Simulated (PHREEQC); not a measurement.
Make-up at 25 °C: 6 mmol/kgw CaCl2. Closed to the air; pH follows from the charge balance.

Model: ion-association model, wateq4f.dat, run in PHREEQC.

- ionic strength = 0.0180 mol/kgw

```tsv
species	molality	activity	log γ
Cl-	0.0120	0.0105	-0.059
Ca+2	0.00600	0.00360	-0.221
H+	1.17e-7	1.04e-7	-0.049
OH-	1.10e-7	9.61e-8	-0.059
CaOH+	6.50e-9	5.74e-9	-0.054
```

Precipitation was switched off in this run.
